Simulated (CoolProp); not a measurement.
Vapour-liquid equilibrium of ethylene (1) + ethane (2) at 0.869 MPa; x and y are mole fractions of (1).

Computed with CoolProp (multi-fluid Helmholtz-energy mixture model, Smukala 2000 and Bücker 2006; pair parameters Bell 2016).

```
x     bubble temperature, mixture model (K)  bubble temperature, Raoult's law (K)  y, mixture model  y, Raoult's law
----  -------------------------------------  ------------------------------------  ----------------  ---------------
0.05                                    ___                                 235.3             0.088            0.089
0.15                                    ___                                 232.8               ___            0.248
0.25                                  229.9                                 230.5             0.368            0.385
0.35                                  227.8                                 228.3             0.480            0.505
0.45                                  225.9                                 226.3             0.580            0.609
0.55                                  224.1                                 224.4               ___            0.701
0.65                                  222.5                                 222.7             0.754            0.782
0.75                                  220.9                                 221.0             0.832            0.853
0.85                                  219.4                                 219.4             0.904            0.917
0.95                                  217.9                                 217.9               ___            0.974
```

Problem. What belongs in the gaps?

Solution. 
- 0.05, bubble temperature, mixture model (K): 235.0
- 0.15, bubble temperature, mixture model (K): 232.3
- 0.15, y, mixture model: 0.240
- 0.55, y, mixture model: 0.671
- 0.95, y, mixture model: 0.969

The largest gap from Raoult's law is -0.6 K in bubble temperature, at x = 0.25. No azeotrope shows between x = 0.05 and 0.95.

Pair parameters are fitted to limited data, so mixtures are less certain than the pure fluids.
